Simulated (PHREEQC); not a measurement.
Consider water at 25 °C with 0.0062 mol H2SeO4, 0.0016 mol H2SO4 and 0.022 mol NaCl per kg of water. It is in equilibrium with CO2 at log p = -3.5 (atm). Otherwise closed; pH follows from the charge balance.

All values are PHREEQC results (ion-association model, wateq4f.dat), not measurements.

No solid was allowed to form.

### Question
Estimate the pH, ionic strength.

### Answer
pH 1.93; ionic strength 0.0411 mol/kgw.

### Question
In which forms is Se present?

### Answer
SeO4-2 76 %, HSeO4- 24 % of the Se.

Species that the database lacks are ignored.
